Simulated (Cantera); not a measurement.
Diamond growth

A diamond (100) surface in a fixed gas of H2 with x(CH4) = 0.0039, x(CH3) = 0.00013, at 1025 K, 39.0 Torr; coverages are run to steady state.

Cantera simulation using the Harris–Goodwin 1993 mechanism for the reconstructed diamond (100) surface; the numbers are that mechanism's predictions, not measurements.

| x(H) | growth (µm/h) | θ c6HH | θ c6H* | θ c6*H | θ c6** | θ c6HM |
|---|---|---|---|---|---|---|
| 0.0001 | 0.602 | 0.540 | 0.0161 | 0.307 | 0.00399 | 0.0932 |
| 0.00022 | 1.19 | 0.527 | 0.0172 | 0.330 | 0.00618 | 0.0848 |
| 0.00048 | 1.97 | 0.533 | 0.0183 | 0.349 | 0.00819 | 0.0650 |
| 0.0011 | 2.79 | 0.547 | 0.0192 | 0.367 | 0.00978 | 0.0404 |
| 0.0023 | 3.33 | 0.558 | 0.0198 | 0.379 | 0.0107 | 0.0231 |
| 0.0051 | 3.68 | 0.566 | 0.0203 | 0.386 | 0.0112 | 0.0115 |
| 0.011 | 3.86 | 0.570 | 0.0205 | 0.390 | 0.0115 | 0.00561 |
| 0.025 | 3.96 | 0.572 | 0.0208 | 0.392 | 0.0116 | 0.00253 |
| 0.054 | 4.01 | 0.573 | 0.0212 | 0.392 | 0.0118 | 0.00119 |
θ: site fractions in the mechanism's names (c6HH fully hydrogenated, c6H* and c6*H radical sites, c6** diradical, c6HM methylated).
